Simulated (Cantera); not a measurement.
## Thermodynamics of nitride etching, feed BN + O2 + N2

Input: 1 mol BN, 3.3 mol O2, 24 mol N2, held at 0.0165 Torr.

Cantera equilibrium calculation (NASA polynomials, part measured and part estimated; ideal gas, pure solids and liquids). Candidate condensed phases: B, BN, B2O3; 17 gas species. Kinetics and transport are ignored.

From 1700 K to 2050 K nothing is condensed. The main B-bearing gas is B2O3 at 1700 K and BO2 at 2050 K.

```
T (K)  log p N2  log p O2  log p O  log p BO2  log p B2O3  log p BO
-----  --------  --------  -------  ---------  ----------  --------
1700      -4.71     -5.71    -7.21      -6.76       -6.51     -8.88
1750      -4.71     -5.72    -6.99      -6.66       -6.54     -8.54
1800      -4.71     -5.73    -6.78      -6.57       -6.59     -8.21
1850      -4.71     -5.75    -6.59      -6.49       -6.64     -7.91
1900      -4.72     -5.77    -6.41      -6.43       -6.71     -7.64
1950      -4.72     -5.80    -6.25      -6.38       -6.79     -7.38
2000      -4.72     -5.84    -6.10      -6.35       -6.89     -7.14
2050      -4.72     -5.89    -5.96      -6.34       -7.01     -6.93
```
log p: log10 of the partial pressure in bar; nothing condenses.
